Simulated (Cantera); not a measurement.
Pb + N2 (iron carbonyl, mercury and lead vapours)

A closed system holds: 1 mol Pb, 32 mol N2, held at 100000 Pa.

Equilibrium computed with Cantera from the NASA thermochemical tables; the gas is ideal and each condensed phase is pure. Candidate condensed phases: Pb; 4 gas species. Kinetics and transport are ignored.

From 350 °C to 1150 °C the condensed part is Pb(l). At 1250 °C nothing is condensed.

| T (°C) | x N2 | x Pb | x Pb2 | n Pb(l) |
|---|---|---|---|---|
| 350 | 1.00 | 2.08e-11 | <1e-12 | 1.00 |
| 450 | 1.00 | 3.10e-9 | <1e-12 | 1.00 |
| 550 | 1.00 | 1.34e-7 | <1e-12 | 1.000 |
| 650 | 1.000 | 2.54e-6 | 2.28e-12 | 1.000 |
| 750 | 1.000 | 2.67e-5 | 1.17e-10 | 0.999 |
| 850 | 1.000 | 0.000183 | 2.93e-9 | 0.994 |
| 950 | 0.999 | 0.000908 | 4.26e-8 | 0.971 |
| 1050 | 0.996 | 0.00352 | 4.07e-7 | 0.887 |
| 1150 | 0.989 | 0.0112 | 2.80e-6 | 0.637 |
| 1250 | 0.970 | 0.0303 | 1.45e-5 | 0 |
x: gas mole fraction; n: condensed amount in mol.
